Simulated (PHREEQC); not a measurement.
Consider water at 25 °C with 0.0033 mol/kgw CuSO4 and 0.00049 mol/kgw FeCl3. Closed to the air; pH follows from the charge balance.

The numbers come from PHREEQC with the ion-association model, phreeqc.dat.

| Property | Value |
|---|---|
| pH | 3.44 |
| ionic strength | 0.0120 mol/kgw |
| total alkalinity | -0.980 meq/kg |

```tsv
species	molality	activity	log γ
Cu+2	0.00271	0.00177	-0.184
SO4-2	0.00250	0.00162	-0.190
Cl-	0.00146	0.00131	-0.049
CuSO4	0.000584	0.000586	0.001
H+	0.000396	0.000359	-0.042
FeOH+2	0.000195	0.000126	-0.190
FeSO4+	0.000138	0.000124	-0.047
Fe(OH)2+	0.000129	0.000116	-0.047
HSO4-	6.31e-5	5.64e-5	-0.049
Fe+3	1.68e-5	6.99e-6	-0.380
```

No solid was allowed to form. Examples of supersaturated solids here: Fe(OH)3(a), Hematite (slow to form). Others may be too.
